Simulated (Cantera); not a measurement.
Feed: 1 mol (CH₃)₂SiCl₂, 0.0083 mol C₂H₂, 1600 mol H₂, at 33.8 Torr.

Cantera equilibrium calculation (NASA polynomials, part measured and part estimated; ideal gas, pure solids and liquids). Candidate condensed phases: C, C₆H₆, C₇H₈, C₈H₁₈, Si, SiC; 109 gas species. The feed counts by its element totals alone. Gases not in the tables: Si₂H₆ and higher silanes. Kinetics and transport are ignored.

x: gas mole fraction; n: condensed amount in mol.

| T (°C) | x H₂ | x H | x HCl | x CH₄ | x C₂H₂ (acetylene) | x Si | x Cl | n SiC(s) | n C(graphite) |
|---|---|---|---|---|---|---|---|---|---|
| 925 | 0.998 | 8.95e-7 | 0.00125 | 0.000634 | 7.68e-8 | <1e-12 | 9.71e-10 | 1.000 | 0 |
| 1075 | 0.998 | ___ | 0.00125 | ___ | ___ | ___ | ___ | 1.000 | ___ |
| 1225 | 0.999 | 8.09e-5 | 0.00125 | 0.000116 | 8.80e-6 | 1.61e-9 | 8.15e-8 | 1.000 | 0.801 |
| 1375 | 0.998 | 0.000419 | 0.00125 | 6.01e-5 | 4.46e-5 | 7.06e-8 | 4.11e-7 | 1.000 | 0.776 |
| 1525 | 0.997 | 0.00166 | 0.00124 | 3.46e-5 | 0.000172 | 1.64e-6 | 1.58e-6 | 0.995 | 0.411 |
| 1675 | 0.993 | 0.00531 | 0.00124 | 1.70e-5 | 0.000326 | 2.98e-5 | 4.96e-6 | 0.933 | 0 |
| 1825 | 0.983 | 0.0144 | 0.00122 | 8.85e-6 | 0.000528 | 0.000366 | 1.32e-5 | 0.236 | 0 |
| 1975 | 0.964 | ___ | 0.00119 | ___ | 0.000598 | 0.000529 | ___ | 0 | 0 |
| 2125 | 0.926 | 0.0715 | 0.00114 | 2.09e-6 | 0.000589 | 0.000546 | 6.26e-5 | 0 | 0 |
| 2275 | 0.862 | 0.135 | 0.00105 | 1.04e-6 | 0.000566 | 0.000542 | 0.000116 | 0 | 0 |

Task: Some entries are withheld; supply them.

Result: 
- 1075, x H: 1.09e-5
- 1075, x CH₄: 0.000262
- 1075, x C₂H₂ (acetylene): 1.20e-6
- 1075, x Si: 1.57e-11
- 1075, x Cl: 1.13e-8
- 1075, n C(graphite): 0.593
- 1975, x H: 0.0340
- 1975, x CH₄: 4.30e-6
- 1975, x Cl: 3.05e-5
